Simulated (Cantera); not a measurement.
Input: 1 mol SiH2Cl2, 4.3 mol HCl, 380 mol H2, at 435 Torr.

Method: chemical equilibrium by Gibbs-energy minimisation in Cantera with the NASA 1993 tables (ideal gas, pure condensed phases). Candidate condensed phases: Si; 19 gas species. The tables' values for SiCl3 are old estimates; treat these amounts as uncertain. Gases not in the tables: Si2H6 and higher silanes. Kinetics and transport are ignored.

x: gas mole fraction; n: condensed amount in mol.

```
T (K)   x H2    x HCl     x SiCl4    x SiHCl3  n Si(s)  n Si(l)
-----  -----  -------  ----------  ----------  -------  -------
898    0.991  0.00677     0.00182    0.000741        0        0
998    0.990  0.00743     0.00127     0.00117        0        0
1098   0.989  0.00860    0.000739     0.00124   0.0451        0
1198   0.986   0.0124    0.000248    0.000530    0.458        0
1298   0.985   0.0142  (withheld)  (withheld)    0.655        0
1398   0.985   0.0147     8.92e-6     4.20e-5    0.703        0
1498   0.984   0.0148  (withheld)  (withheld)    0.705        0
1598   0.984   0.0147     4.56e-7     4.38e-6    0.694        0
1698   0.984   0.0147     1.31e-7     1.69e-6        0    0.682
```

**Question.** What belongs in the gaps?

**Answer.** 
- 1298, x SiCl4: 4.95e-5
- 1298, x SiHCl3: 0.000155
- 1498, x SiCl4: 1.85e-6
- 1498, x SiHCl3: 1.27e-5
